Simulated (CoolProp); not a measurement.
R125 along the isobar 20.5 bar: fugacity coefficient from the reference equation and from simpler models built on Tc = 339.2 K, pc = 36.18 bar, ω = 0.305; each cubic takes its own stable root.

The numbers come from the reference Helmholtz-energy equation of state, Lemmon 2005 in CoolProp.

| T (K) | phase | reference |
|---|---|---|
| 177.7 | liquid | 0.002482 |
| 207 | liquid | 0.01987 |
| 236.3 | liquid | 0.08475 |
| 265.6 | liquid | 0.2401 |
| 294.9 | liquid | 0.5124 |
| 324.2 | gas | 0.7758 |
| 353.5 | gas | 0.8365 |
| 382.8 | gas | 0.8772 |
| 412.1 | gas | 0.9062 |
| 441.4 | gas | 0.9275 |
| 470.7 | gas | 0.9437 |
| 500 | gas | 0.9561 |

How far does each simpler model (van der Waals, Redlich-Kwong, Soave-Redlich-Kwong, Peng-Robinson) lie from the reference over these 12 states: mean and median of the absolute difference, and the worst?


- van der Waals: mean 344.6 %, median 3.3 %, worst +2891.5 % at 177.7 K and 20.5 bar
- Redlich-Kwong: mean 42.3 %, median 1.3 %, worst +232.6 % at 177.7 K and 20.5 bar
- Soave-Redlich-Kwong: mean 0.9 %, median 0.6 %, worst +2.5 % at 294.9 K and 20.5 bar
- Peng-Robinson: mean 1.3 %, median 1.1 %, worst +5.6 % at 177.7 K and 20.5 bar
